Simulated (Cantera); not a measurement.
A closed system holds: 1 mol C3H8, 0.33 mol CO2, 5.5 mol N2, at 0.00133 bar.

Equilibrium computed with Cantera from the NASA thermochemical tables; the gas is ideal and each condensed phase is pure. Candidate condensed phases: C, C6H6, C7H8, C8H18, H2O; 136 gas species. Equilibrium is a limit: real reactors are often held back by kinetics, nucleation or transport.

**Question.** At 1598 K, list the 4 most abundant gas species with their mole fractions, and the condensed phases.

**Answer.** N2 0.541, H2 0.393, CO 0.0649, HCN 0.000931. Condensed: C(graphite).
